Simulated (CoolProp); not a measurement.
Properties of octamethylcyclotetrasiloxane (D4) along the isobar 475 kPa (Tc = 586.5 K, pc = 1347 kPa, ω = 0.598).

Computed with CoolProp (reference Helmholtz-energy equation of state, Thol 2015).

| T (K) | phase | cp (kJ/(kg K)) | speed of sound (m/s) | Joule-Thomson coefficient (K/MPa) | isothermal compressibility (1/MPa) | fugacity coefficient |
|---|---|---|---|---|---|---|
| 302.3 | liquid | 1.677 | 905.0 | -0.4010 | 0.001565 | 0.0004064 |
| 314.1 | liquid | 1.697 | 866.1 | -0.3885 | 0.001726 | 0.0009089 |
| 325.9 | liquid | 1.718 | 827.9 | -0.3749 | 0.001909 | 0.001884 |
| 337.7 | liquid | 1.741 | 790.4 | -0.3601 | 0.002117 | 0.003652 |
| 349.5 | liquid | 1.765 | 753.7 | -0.3440 | 0.002355 | 0.006672 |
| 361.3 | liquid | 1.789 | 717.7 | -0.3265 | 0.002627 | 0.01156 |
| 373.1 | liquid | 1.815 | 682.4 | -0.3075 | 0.002942 | 0.01910 |
| 384.9 | liquid | 1.841 | 647.8 | -0.2866 | 0.003308 | 0.03026 |
| 396.7 | liquid | 1.868 | 613.7 | -0.2636 | 0.003737 | 0.04615 |
| 408.5 | liquid | 1.895 | 580.2 | -0.2380 | 0.004243 | 0.06800 |
| 420.3 | liquid | 1.923 | 547.1 | -0.2092 | 0.004847 | 0.09712 |
| 432.1 | liquid | 1.952 | 514.5 | -0.1763 | 0.005577 | 0.1349 |
| 443.9 | liquid | 1.981 | 482.1 | -0.1382 | 0.006470 | 0.1825 |
| 455.6 | liquid | 2.011 | 450.1 | -0.09374 | 0.007570 | 0.2407 |
| 467.4 | liquid | 2.042 | 417.9 | -0.03977 | 0.008980 | 0.3114 |
| 479.2 | liquid | 2.074 | 385.5 | 0.02691 | 0.01082 | 0.3951 |
